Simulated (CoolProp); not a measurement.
Properties of dimethyl ether along the isotherm 278.4 K.

The numbers come from the reference Helmholtz-energy equation of state, Wu 2011 in CoolProp.

| p (bar) | phase | cp (kJ/(kg K)) | isothermal compressibility (1/MPa) | viscosity (µPa s) |
|---|---|---|---|---|
| 35.7 | liquid | 2.319 | 0.002161 | [?] |
| 71.4 | liquid | 2.298 | 0.002007 | 161 |
| 107 | liquid | 2.280 | 0.001877 | 165 |
| 143 | liquid | 2.264 | 0.001763 | 170 |
| 179 | liquid | 2.251 | 0.001664 | [?] |
| 214 | liquid | 2.239 | 0.001578 | 181 |
| 250 | liquid | 2.228 | [?] | 186 |
| 286 | liquid | [?] | 0.001431 | 191 |
| 321 | liquid | 2.209 | 0.001369 | 197 |
| 357 | liquid | 2.201 | 0.001312 | 202 |
| 393 | liquid | 2.194 | 0.001260 | 208 |
| 429 | liquid | 2.187 | [?] | 213 |
| 464 | liquid | 2.181 | 0.001169 | 219 |
| 500 | liquid | [?] | [?] | 224 |

What belongs in the gaps?


- 35.7, viscosity (µPa s): 156
- 179, viscosity (µPa s): 175
- 250, isothermal compressibility (1/MPa): 0.001500
- 286, cp (kJ/(kg K)): 2.218
- 429, isothermal compressibility (1/MPa): 0.001212
- 500, cp (kJ/(kg K)): 2.175
- 500, isothermal compressibility (1/MPa): 0.001129

Viscosity comes from a separate model (Meng 2012).
